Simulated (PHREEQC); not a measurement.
**Ultrapure water in contact with air or piping: speciation**

Model water analysis in mg/L, 25 °C, pH 6.16, pe 12.6: Na 0.0484; K 0.021; Ca 0.0204; Mg 0.0284; Cl 0.0948; S(6) as SO4 0.0555; Alkalinity as HCO3 0.137; B 2.41e-05.

Valence states are taken as typed.

All values are PHREEQC results (ion-association model, phreeqc.dat), not measurements.

```json
{
 "ionic_strength": "8.98e-6 mol/kgw",
 "charge_balance_error": "-0.6 %"
}
```

```json
[
 {"species": "CO2", "molality": "4.53e-6", "activity": "4.53e-6", "log γ": "0.000"},
 {"species": "HCO3-", "molality": "2.92e-6", "activity": "2.91e-6", "log γ": "-0.002"},
 {"species": "Cl-", "molality": "2.67e-6", "activity": "2.66e-6", "log γ": "-0.002"},
 {"species": "Na+", "molality": "2.11e-6", "activity": "2.10e-6", "log γ": "-0.002"},
 {"species": "Mg+2", "molality": "1.17e-6", "activity": "1.15e-6", "log γ": "-0.006"},
 {"species": "H+", "molality": "6.94e-7", "activity": "6.92e-7", "log γ": "-0.002"},
 {"species": "SO4-2", "molality": "5.77e-7", "activity": "5.70e-7", "log γ": "-0.006"},
 {"species": "K+", "molality": "5.37e-7", "activity": "5.35e-7", "log γ": "-0.002"},
 {"species": "Ca+2", "molality": "5.09e-7", "activity": "5.02e-7", "log γ": "-0.006"},
 {"species": "OH-", "molality": "1.47e-8", "activity": "1.46e-8", "log γ": "-0.002"},
 {"species": "H3BO3", "molality": "2.23e-9", "activity": "2.23e-9", "log γ": "0.000"}
]
```

Precipitation was switched off in this run. Complexes and solids missing from the database can't appear.
